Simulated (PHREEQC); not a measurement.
Dissolve 0.014 mol ZnSO4, 8.2e-05 mol NaCl and 0.002 mol HCl per kg of water at 25 °C. Closed to the air; pH follows from the charge balance.

The numbers come from PHREEQC with the ion-association model, phreeqc.dat.

Q: The ionic strength comes out as 0.0378 mol/kgw. What activity coefficients do HSO4-, Na+, ZnCl+, Cl-, Zn+2 get?

A: HSO4- 0.84, Na+ 0.84, ZnCl+ 0.83, Cl- 0.83, Zn+2 0.50.

Precipitation was switched off in this run. Complexes and solids missing from the database can't appear.
